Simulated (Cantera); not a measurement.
Mixture: CH4 : CO : O2 : N2 = 1 : 0.32 : 1.03 : 3.87 (molar parts), equivalence ratio 2.1, at 1600000 Pa, adiabatic and at constant pressure. Ignition delay is the time to a rise of 400 K.

Detailed kinetics in Cantera: GRI-Mech 3.0 (53 species, 325 reactions). The pressure lies above the range GRI-Mech 3.0 was tuned for (to about 10 atm).

**Question.** What does this change do: constant volume in place of constant pressure?

**Answer.** 
```csv
quantity,before,after
delay at 1075 K,48.9 ms,45.5 ms
delay at 1175 K,10.3 ms,9.48 ms
delay at 1275 K,2.70 ms,2.45 ms
delay at 1375 K,0.816 ms,0.735 ms
delay at 1475 K,0.275 ms,0.246 ms
apparent activation energy between 1375 and 1475 K,180 kJ/mol,180 kJ/mol
```
